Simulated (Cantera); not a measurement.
An isothermal, constant-pressure homogeneous reactor starts with 41.7 % NO, 58.3 % N₂, at 1898 K and 1.00 atm.

Cantera simulation using GRI-Mech 3.0 (53 species, 325 reactions); the numbers are that mechanism's predictions, not measurements.

x: mole fraction; the columns are a selection and need not sum to one.

| t (s) | x NO | x N₂O | x O | x N₂ | x NO₂ |
|---|---|---|---|---|---|
| 5.00e-6 | 0.417 | 4.67e-7 | (withheld) | 0.583 | 4.71e-8 |
| 2.55e-5 | 0.417 | 2.35e-6 | (withheld) | 0.583 | 9.12e-7 |
| 0.000130 | 0.417 | 1.13e-5 | (withheld) | 0.583 | 9.46e-6 |
| 0.000665 | 0.416 | 4.30e-5 | (withheld) | 0.583 | 6.04e-5 |
| 0.00339 | 0.416 | 7.65e-5 | (withheld) | 0.584 | 0.000142 |
| 0.0173 | 0.413 | 7.66e-5 | (withheld) | 0.585 | 0.000158 |
| 0.0884 | 0.399 | 7.09e-5 | (withheld) | 0.592 | 0.000212 |
| 0.451 | 0.335 | 4.91e-5 | (withheld) | 0.624 | 0.000319 |
| 2.30 | 0.160 | 1.10e-5 | (withheld) | 0.712 | 0.000261 |
| 11.8 | 0.0219 | 5.01e-7 | 0.000130 | 0.781 | 4.41e-5 |
| 60.0 | 0.00573 | 3.24e-7 | 0.000133 | 0.789 | 1.18e-5 |

Problem. What belongs in the gaps?

Solution. 
- 5.00e-6, x O: 4.22e-7
- 2.55e-5, x O: 1.51e-6
- 0.000130, x O: 3.55e-6
- 0.000665, x O: 1.19e-5
- 0.00339, x O: 2.43e-5
- 0.0173, x O: 2.69e-5
- 0.0884, x O: 3.64e-5
- 0.451, x O: 6.33e-5
- 2.30, x O: 0.000106
